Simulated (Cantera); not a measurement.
A closed system holds: 1 mol SiC, 0.097 mol H2O, 12 mol H2, equilibrated at 1475 °C and 5.20 Pa.

Cantera equilibrium calculation (NASA polynomials, part measured and part estimated; ideal gas, pure solids and liquids). Candidate condensed phases: C, C6H6, C7H8, C8H18, H2O, Si, SiC, SiO2; 123 gas species. Kinetics and transport are ignored.

Base state: H2 0.957, H 0.0310, CO 0.00602, Si 0.00416, SiO 0.00178, SiH 3.91e-5, Si2C 3.32e-5 (mole fractions); condensed: SiC(s).

**Question.** What changes in the equilibrium state with this change: H2 from 12 to 62 mol?

**Answer.** 
```csv
species,before,after
H2,0.957,0.966
H,0.0310,0.0311
CO,0.00602,0.00148
Si,0.00416,0.00143
SiO,0.00178,5.21e-5
C2H2 (acetylene),1.74e-6,1.48e-5
Si2C,3.32e-5,1.14e-5
SiH,3.91e-5,1.35e-5
"SiC(s), mol",0.925,0.903
```

**Question.** What changes in the equilibrium state with this change: pressure from 5.20 Pa to 13.3 mbar?

**Answer.** 
```
species       before    after
-----------  -------  -------
H2             0.957    0.990
CO           0.00602  0.00399
SiO          0.00178  0.00395
H             0.0310  0.00197
Si           0.00416  2.97e-5
Si2C         3.32e-5  2.37e-7
SiH          3.91e-5  4.54e-6
SiC(s), mol    0.925    0.951
```

**Question.** What changes in the equilibrium state with this change: SiC replaced by Si?

**Answer.** 
```json
[
 {"species": "H2", "before": "0.957", "after": "0.933"},
 {"species": "H", "before": "0.0310", "after": "0.0306"},
 {"species": "Si", "before": "0.00416", "after": "0.0280"},
 {"species": "CO", "before": "0.00602", "after": "0"},
 {"species": "Si2C", "before": "3.32e-5", "after": "0"},
 {"species": "Si3", "before": "1.16e-7", "after": "3.52e-5"},
 {"species": "Si2", "before": "3.18e-6", "after": "0.000144"},
 {"species": "SiH", "before": "3.91e-5", "after": "0.000260"},
 {"species": "SiH2", "before": "2.92e-6", "after": "1.92e-5"},
 {"species": "SiC(s), mol", "before": "0.925", "after": "0"},
 {"species": "Si(l), mol", "before": "0", "after": "0.538"}
]
```
Gases not in the tables: Si2H6 and higher silanes.
